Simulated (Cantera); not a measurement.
A closed system holds: 1 mol HCl, 1 mol H₂O, 1.7 mol H₂, at 0.260 bar.

Method: chemical equilibrium by Gibbs-energy minimisation in Cantera with the NASA 1993 tables (ideal gas, pure condensed phases). Candidate condensed phases: H₂O; 14 gas species. The numbers say what is thermodynamically allowed, not how fast it happens. All values below are at 1198 K.

Base state: H₂ 0.459, HCl 0.270, H₂O 0.270 (mole fractions); condensed: gas only.

Problem. What changes in the equilibrium state with this change: HCl replaced by CO₂?

Solution. 
```
species  before  after
-------  ------  -----
H₂O       0.270  0.410
H₂        0.459  0.320
CO            0  0.139
HCl       0.270      0
CO₂           0  0.131
```
Further candidate phases: C, C₆H₆, C₇H₈, C₈H₁₈.
